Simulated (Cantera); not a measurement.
An adiabatic, constant-pressure homogeneous reactor starts with CH4 : O2 : N2 = 1 : 3.7 : 11.5 (molar parts), at 1450 K and 278 Torr. Integrator tolerance rtol = 1e-08.

Computed with Cantera and GRI-Mech 3.0 (53 species, 325 reactions).

Problem. What does this change do: constant volume in place of constant pressure?

Solution. 
```csv
quantity,before,after
time of steepest temperature rise,2.94 ms,2.85 ms
temperature at 4.00 s,2473 K,2625 K
equilibrium temperature,2473 K,2625 K
x(CH4) at 4.00 s,<1e-12 (gas-phase equilibrium <1e-12),<1e-12 (gas-phase equilibrium <1e-12)
x(O2) at 4.00 s,0.0960 (gas-phase equilibrium 0.0960),0.0937 (gas-phase equilibrium 0.0937)
x(OH) at 4.00 s,0.0147 (gas-phase equilibrium 0.0147),0.0194 (gas-phase equilibrium 0.0194)
x(C2H2) at 4.00 s,<1e-12 (gas-phase equilibrium <1e-12),<1e-12 (gas-phase equilibrium <1e-12)
x(H2O2) at 4.00 s,1.38e-7 (gas-phase equilibrium 1.38e-7),2.42e-7 (gas-phase equilibrium 2.42e-7)
```

Problem. What does this change do: 1.4 parts H2 added?

Solution. 
```csv
quantity,before,after
time of steepest temperature rise,2.94 ms,0.199 ms
temperature at 4.00 s,2473 K,2634 K
equilibrium temperature,2473 K,2634 K
x(CH4) at 4.00 s,<1e-12 (gas-phase equilibrium <1e-12),<1e-12 (gas-phase equilibrium <1e-12)
x(O2) at 4.00 s,0.0960 (gas-phase equilibrium 0.0960),0.0566 (gas-phase equilibrium 0.0566)
x(OH) at 4.00 s,0.0147 (gas-phase equilibrium 0.0147),0.0256 (gas-phase equilibrium 0.0256)
x(C2H2) at 4.00 s,<1e-12 (gas-phase equilibrium <1e-12),<1e-12 (gas-phase equilibrium <1e-12)
x(H2O2) at 4.00 s,1.38e-7 (gas-phase equilibrium 1.38e-7),2.21e-7 (gas-phase equilibrium 2.21e-7)
```
